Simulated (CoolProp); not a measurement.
Vapour-liquid equilibrium of R22 (1) + dimethyl ether (2) at 0.635 bar; x and y are mole fractions of (1).

Computed with CoolProp (multi-fluid Helmholtz-energy mixture model, Kamei 1995 and Wu 2011; pair parameters Bell 2016).

Give the bubble temperature and the first vapour's composition at x = 0.05, 0.2, 0.35. Is there an azeotrope?

x = 0.05: -34.7 °C, y = 0.037; x = 0.2: -34.0 °C, y = 0.184; x = 0.35: -34.1 °C, y = 0.392. y crosses x between x = 0.2 and 0.35: the model has an azeotrope there.

The pair parameters rest on a limited set of measurements; away from them the model extrapolates.
